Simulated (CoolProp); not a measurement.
Properties of normal hydrogen along the isotherm 36.3 K.

Computed with CoolProp (reference Helmholtz-energy equation of state, Leachman 2009).

```tsv
p (kPa)	phase	density (kg/m³)	Prandtl number	fugacity coefficient
203	gas	1.414	0.683	0.9604
405	gas	2.954	0.707	0.9214
608	gas	4.673	0.746	0.8827
810	gas	6.606	0.806	0.8444
1010	gas	8.823	0.900	0.8067
1220	gas	11.63	1.06	0.7672
1420	supercritical	15.08	1.35	0.7294
1620	supercritical	19.97	1.94	0.6908
1820	supercritical	27.53	2.92	0.6512
2030	supercritical	36.01	2.86	0.6102
2230	supercritical	41.13	2.30	0.5749
2430	supercritical	44.37	1.93	0.5443
2630	supercritical	46.68	1.71	0.5179
2840	supercritical	48.54	1.57	0.4939
3040	supercritical	50.00	1.47	0.4741
3240	supercritical	51.23	1.40	0.4567
```

Viscosity comes from a separate model (Muzny 2013). Thermal conductivity comes from a separate model (Assael 2011).
